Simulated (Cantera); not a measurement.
A closed system holds: 1 mol CH4, a varied amount of O2, held at 525 K and 10.0 Torr.

Method: chemical equilibrium by Gibbs-energy minimisation in Cantera with the NASA 1993 tables (ideal gas, pure condensed phases). Candidate condensed phases: C, C6H6, C7H8, C8H18, H2O; 110 gas species. Kinetics and transport are ignored.

Task: At 0.24 mol O2, list the 5 most abundant gas species with their mole fractions, and the condensed phases.

Result: CH4 0.478, H2O 0.313, H2 0.190, CO2 0.0185, CO 0.000129. Condensed: C(graphite).
